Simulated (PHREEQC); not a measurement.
A PHREEQC input (ion-association model, phreeqc.dat):

```
SOLUTION 1
  temp 25
  units mg/L
  pH 6.82
  pe 9.2
  Na 0.026
  K 0.0497
  Ca 0.225
  Mg 0.11
  Cl 0.383 charge
  Li 0.1 charge
  S(6) 0.42 as SO4
  Alkalinity 0.17 as HCO3
  Sr 0.00749
  Br 0.00019
END
USE solution 1
EQUILIBRIUM_PHASES 1
  Quartz 0 0.5
  CO2(g) -2 10
END
```

It stops with these messages:

```
ERROR: Charge balance specified for more than one species.
ERROR: Program terminating due to input errors.
```

The fault: two constituents marked charge. The line should read `Cl 0.383` where the input has `Cl 0.383 charge / Li 0.1 charge`. With the mend the run ends at pH 4.96 and ionic strength 4.82e-5 mol/kgw.
